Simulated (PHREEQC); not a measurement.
# Brine (model solution)

Solution (20 °C): 2.5 mol/kgw KCl, 0.16 mol/kgw K2SO4 and 3.5 mol/kgw MgCl2. Closed to the air; pH follows from the charge balance.

Equilibrium calculation in PHREEQC: Pitzer model, pitzer.dat.

```json
{
  "ionic_strength": "13.5 mol/kgw",
  "activity_of_water": "0.546",
  "density": "1.291 g/cm³",
  "osmotic_coefficient": "2.099"
}
```

| species | molality | activity | log γ |
|---|---|---|---|
| Cl- | 9.50 | 8.09 | -0.070 |
| Mg+2 | 3.50 | 829 | 2.374 |
| K+ | 2.82 | 4.00 | 0.152 |
| SO4-2 | 0.160 | 0.000228 | -2.845 |
| MgOH+ | 3.17e-6 | 4.48e-6 | 0.150 |
| H+ | 1.81e-6 | 0.000101 | 1.746 |
| HSO4- | 1.36e-6 | 1.91e-6 | 0.148 |
| OH- | 1.25e-9 | 3.71e-11 | -1.529 |

No solid was allowed to form. Examples of supersaturated solids here: Sylvite, Carnallite. Others may be too. Species that the database lacks are ignored.
